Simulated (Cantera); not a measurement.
Cantera run, input and output.

```python
import numpy as np
import cantera as ct

gas = ct.Solution("h2o2.yaml")
gas.TPX = 525, 100000, {'H2': 1, 'O2': 0.357, 'N2': 1.29}
flame = ct.FreeFlame(gas, width=0.04)
flame.set_refine_criteria(ratio=3, slope=0.08, curve=0.16)
flame.transport_model = "mixture-averaged"
flame.solve(loglevel=0, auto=True)
z, T = flame.grid, flame.T
thick = (T[-1] - T[0]) / np.gradient(T, z).max()
show = ['H2', 'O2', 'H2O2', 'H2O', 'OH', 'H']
print(f"laminar burning velocity  {flame.velocity[0] * 100:.3f} cm/s")
print(f"burnt temperature         {T[-1]:.1f} K")
print(f"thermal thickness         {thick * 1e3:.4f} mm")
print(f"grid points               {len(z)}")
z0 = z[flame.heat_release_rate.argmax()]
print(f"{'z/mm':>9s}{'T/K':>9s}{'u/(m/s)':>9s}" + "".join(f"{s:>11s}" for s in show))
rows = []
for k in (-3, -2, -1.5, -1, -0.5, -0.25, 0, 0.25, 0.5, 1, 2, 4, 8):
    zz = z0 + k * thick
    rows.append([k * thick, np.interp(zz, z, T), np.interp(zz, z, flame.velocity),
                 *(np.interp(zz, z, flame.X[gas.species_index(s)]) for s in show)])
    print(f"{rows[-1][0] * 1e3:9.3f}{rows[-1][1]:9.1f}{rows[-1][2]:9.3f}" + "".join(f"{x:11.3e}" for x in rows[-1][3:]))
```

Result:

```
laminar burning velocity  726.370 cm/s
burnt temperature         2471.4 K
thermal thickness         0.4296 mm
grid points               138
     z/mm      T/K  u/(m/s)         H2         O2       H2O2        H2O         OH          H
   -1.289    525.0    7.264  3.778e-01  1.349e-01  8.998e-17  5.456e-14  1.325e-17  3.731e-17
   -0.859    525.0    7.264  3.778e-01  1.349e-01  2.916e-14  1.063e-11  3.916e-15  1.720e-14
   -0.644    525.0    7.264  3.778e-01  1.349e-01  1.368e-12  3.634e-10  1.833e-13  4.544e-12
   -0.430    525.0    7.264  3.778e-01  1.349e-01  1.617e-10  3.002e-08  1.929e-11  2.357e-09
   -0.215    535.2    7.381  3.753e-01  1.351e-01  2.613e-06  2.991e-04  2.607e-05  6.988e-05
   -0.107    751.7   10.132  3.444e-01  1.303e-01  2.330e-05  1.733e-02  8.752e-04  6.276e-03
    0.000   1217.2   15.844  2.331e-01  9.089e-02  4.101e-06  1.052e-01  3.180e-03  4.691e-02
    0.107   1543.9   19.836  1.283e-01  2.892e-02  2.269e-06  2.191e-01  8.334e-03  8.294e-02
    0.215   1688.4   21.528  1.054e-01  1.181e-02  1.432e-06  2.515e-01  1.088e-02  8.405e-02
    0.430   1835.1   23.175  1.059e-01  7.310e-03  7.978e-07  2.624e-01  1.264e-02  7.142e-02
    0.859   1986.7   24.813  1.103e-01  5.300e-03  4.231e-07  2.705e-01  1.330e-02  5.580e-02
    1.718   2134.6   26.360  1.138e-01  3.429e-03  2.324e-07  2.800e-01  1.268e-02  4.097e-02
    3.437   2262.4   27.654  1.162e-01  1.931e-03  1.380e-07  2.894e-01  1.080e-02  2.841e-02
```

Detailed kinetics in Cantera: the H2/O2 subset of GRI-Mech 3.0, which has no nitrogen chemistry. Burning velocities carry a grid error of a few per cent, more on coarse grids.
